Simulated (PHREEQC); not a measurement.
Dissolve 0.013 mol/kgw HF, 0.0007 mol/kgw KF, 0.00083 mol/kgw H2SiF6 and 0.002 mol/kgw H3PO4 at 25 °C. Closed to the air; pH follows from the charge balance.

Model: ion-association model, wateq4f.dat, run in PHREEQC.

This is a speciation only: nothing precipitates in the calculation.

Problem. Estimate the pH, ionic strength.

Solution. pH 2.40; ionic strength 0.00585 mol/kgw.

Problem. In which forms is F present?

Solution. HF 59 %, SiF6-2 27 %, F- 11 %, H2F2 3.3 %, HF2- 0.9 % of the F.

Complexes and solids missing from the database can't appear. H3PO4, which wateq4f.dat lacks, is added to it with the constant of phreeqc.dat. SiF6-2 is the database's only silicon fluoride.
